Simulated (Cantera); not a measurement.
Adiabatic ignition

An adiabatic, constant-volume homogeneous reactor starts with 33.4 % H2, 13.9 % O2, 52.5 % N2, 0.147 % NO, at 1475 K and 9.87 atm.

Cantera simulation using GRI-Mech 3.0 (53 species, 325 reactions); the numbers are that mechanism's predictions, not measurements. The hydrogen kinetics of GRI-Mech 3.0 are dated; newer H2 mechanisms differ, most at raised pressure. Above 3000 K some thermodynamic fits are extrapolated.

```csv
t (s),T (K),P (bar),x H2,x O2,x NO,x N2,x NO2,x N2O,x H2O
2.00e-6,2962,18.3,0.0896,0.0110,0.00175,0.575,8.46e-7,6.32e-7,0.239
4.51e-6,3273,19.8,0.0828,0.00574,0.00297,0.587,1.06e-6,1.57e-6,0.266
1.02e-5,3268,19.8,0.0838,0.00541,0.00510,0.586,1.77e-6,1.64e-6,0.265
2.30e-5,3261,19.7,0.0849,0.00505,0.00745,0.585,2.51e-6,1.78e-6,0.265
5.18e-5,3258,19.7,0.0853,0.00492,0.00837,0.584,2.78e-6,1.85e-6,0.265
0.000117,3258,19.7,0.0853,0.00491,0.00842,0.584,2.80e-6,1.85e-6,0.265
0.000264,3258,19.7,0.0853,0.00491,0.00842,0.584,2.80e-6,1.85e-6,0.265
0.000595,3258,19.7,0.0853,0.00491,0.00842,0.584,2.80e-6,1.85e-6,0.265
0.00134,3258,19.7,0.0853,0.00491,0.00842,0.584,2.80e-6,1.85e-6,0.265
0.00303,3258,19.7,0.0853,0.00491,0.00842,0.584,2.80e-6,1.85e-6,0.265
0.00684,3258,19.7,0.0853,0.00491,0.00842,0.584,2.80e-6,1.85e-6,0.265
0.0154,3258,19.7,0.0853,0.00491,0.00842,0.584,2.80e-6,1.85e-6,0.265
0.0348,3258,19.7,0.0853,0.00491,0.00842,0.584,2.80e-6,1.85e-6,0.265
0.0786,3258,19.7,0.0853,0.00491,0.00842,0.584,2.80e-6,1.85e-6,0.265
0.177,3258,19.7,0.0853,0.00491,0.00842,0.584,2.80e-6,1.85e-6,0.265
0.400,3258,19.7,0.0853,0.00491,0.00842,0.584,2.80e-6,1.85e-6,0.265
```
x: mole fraction; the columns are a selection and need not sum to one.

- time of steepest temperature rise: 1.59 µs
- temperature at 0.400 s: 3258 K
- equilibrium temperature: 3258 K
- x(H2) at 0.400 s: 0.0853 (gas-phase equilibrium 0.0853)
- x(O2) at 0.400 s: 0.00491 (gas-phase equilibrium 0.00491)
- x(NO) at 0.400 s: 0.00842 (gas-phase equilibrium 0.00842)
